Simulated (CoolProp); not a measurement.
A single-stage vapour-compression cycle with the fluid: evaporating at 328.15 K (dew point), condensing at 396.15 K (bubble point), superheat 0 K, subcooling 5 K, compressor efficiency 0.65, no pressure losses. The same conditions are run with several fluids, on thermodynamics alone (safety and materials aside).

The numbers come from the reference Helmholtz-energy equation of state of each fluid (ethanol: Schroeder 2014; isohexane: Lemmon 2006; n-pentane: Thol 2019; R245ca: Zhou 2016; water: Wagner 2002) in CoolProp.

| fluid | cooling COP | pressure ratio | discharge temperature (K) | refrigerating effect (kJ/kg) | volumetric capacity (kJ/m³) |
|---|---|---|---|---|---|
| ethanol | 2.67 | 12.6 | 479.4 | 693 | 443 |
| isohexane | 2.07 | 6.13 | 396.2 | 165 | 467 |
| n-pentane | 2.05 | 5.20 | 396.2 | 174 | 917 |
| R245ca | 1.97 | 5.42 | 396.1 | 91.0 | 1370 |
| water | 2.48 | 13.8 | 755.7 | 2100 | 220 |

The compression ends wet for: isohexane; n-pentane; R245ca.
